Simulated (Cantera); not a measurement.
Feed: 1 mol SiH4, 2.1 mol HCl, 940 mol H2, equilibrated at 1477 °C.

Cantera equilibrium calculation (NASA polynomials, part measured and part estimated; ideal gas, pure solids and liquids). Candidate condensed phases: Si; 19 gas species. Gases not in the tables: Si2H6 and higher silanes. Rates play no part.

log p: log10 of the partial pressure in bar; n: condensed amount in mol.

```
P (Pa)  log p H2  log p H  log p HCl  log p Si  log p SiH  n Si(l)
------  --------  -------  ---------  --------  ---------  -------
100        -3.00    -5.14      -5.66     -6.01        ___        0
260        -2.59    -4.93      -5.25     -5.82        ___    0.367
670        -2.18    -4.72      -4.84     -5.82        ___    0.723
1700       -1.77    -4.52      -4.43     -5.82        ___    0.864
4500       -1.35    -4.31      -4.01     -5.82        ___    0.923
12000      -0.92    -4.09      -3.58     -5.82        ___    0.947
30000      -0.52    -3.90      -3.18     -5.82        ___    0.956
77000      -0.11    -3.69      -2.77     -5.82        ___    0.959
200000      0.30    -3.48      -2.36     -5.82        ___    0.959
```

### Question
What belongs in the gaps?

### Answer

- 100, log p SiH: -7.39
- 260, log p SiH: -7.00
- 670, log p SiH: -6.79
- 1700, log p SiH: -6.59
- 4500, log p SiH: -6.38
- 12000, log p SiH: -6.16
- 30000, log p SiH: -5.96
- 77000, log p SiH: -5.76
- 200000, log p SiH: -5.55
